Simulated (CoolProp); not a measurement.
Vapour-liquid equilibrium of R134a (1) + R236FA (2) at 257.8 K; x and y are mole fractions of (1).

The numbers come from the multi-fluid Helmholtz-energy mixture model, Tillner-Roth 1994 and Pan 2012; pair parameters Bell 2016 in CoolProp.

Give the bubble pressure and the first vapour's composition at x = 0.25, 0.45, 0.85. Is there an azeotrope?

x = 0.25: 0.08060 MPa, y = 0.482; x = 0.45: 0.1015 MPa, y = 0.695; x = 0.85: 0.1449 MPa, y = 0.941. No azeotrope shows between x = 0.05 and 0.95.

Pair parameters are fitted to limited data, so mixtures are less certain than the pure fluids.
